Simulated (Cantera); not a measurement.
An isothermal, constant-pressure homogeneous reactor starts with NH3 : N2 = 1 : 11 (molar parts), at 2350 K and 15.0 Torr.

Computed with Cantera and the gas-phase N/H chemistry of the illustrative SiF4/NH3 mechanism in the Surface Chemkin manual (1991). Walls and surfaces, which speed up NH3 decomposition in real reactors, are not modelled.

x: mole fraction; the columns are a selection and need not sum to one.

```json
[
 {"t (s)": "6.00e-6", "x NH3": "0.0833", "x N2": "0.917", "x H2": "4.94e-7", "x H": "2.20e-6", "x NH2": "3.19e-6"},
 {"t (s)": "1.73e-5", "x NH3": "0.0833", "x N2": "0.917", "x H2": "[?]", "x H": "[?]", "x NH2": "[?]"},
 {"t (s)": "5.00e-5", "x NH3": "0.0833", "x N2": "0.917", "x H2": "[?]", "x H": "6.20e-6", "x NH2": "[?]"},
 {"t (s)": "0.000144", "x NH3": "0.0832", "x N2": "0.917", "x H2": "5.83e-5", "x H": "6.41e-6", "x NH2": "0.000122"},
 {"t (s)": "0.000416", "x NH3": "0.0830", "x N2": "0.916", "x H2": "0.000183", "x H": "6.81e-6", "x NH2": "0.000361"},
 {"t (s)": "0.00120", "x NH3": "0.0822", "x N2": "0.916", "x H2": "0.000646", "x H": "1.21e-5", "x NH2": "0.00100"},
 {"t (s)": "0.00346", "x NH3": "0.0791", "x N2": "0.915", "x H2": "0.00398", "x H": "5.39e-5", "x NH2": "0.00194"},
 {"t (s)": "0.01000", "x NH3": "0.0687", "x N2": "0.911", "x H2": "0.0188", "x H": "0.000151", "x NH2": "0.00149"},
 {"t (s)": "0.0288", "x NH3": "0.0465", "x N2": "0.902", "x H2": "0.0499", "x H": "0.000322", "x NH2": "0.000903"},
 {"t (s)": "0.0832", "x NH3": "0.0170", "x N2": "0.891", "x H2": "0.0910", "x H": "0.000662", "x NH2": "0.000388"},
 {"t (s)": "0.240", "x NH3": "0.00146", "x N2": "0.884", "x H2": "0.112", "x H": "0.00153", "x NH2": "6.30e-5"},
 {"t (s)": "0.693", "x NH3": "7.62e-6", "x N2": "0.882", "x H2": "0.112", "x H": "0.00539", "x NH2": "1.17e-6"},
 {"t (s)": "2.00", "x NH3": "6.37e-8", "x N2": "0.878", "x H2": "0.107", "x H": "0.0151", "x NH2": "2.89e-8"}
]
```

### Question
Complete the blanks.

### Answer

- 1.73e-5, x H2: 3.27e-6
- 1.73e-5, x H: 4.49e-6
- 1.73e-5, x NH2: 1.10e-5
- 5.00e-5, x H2: 1.62e-5
- 5.00e-5, x NH2: 3.86e-5
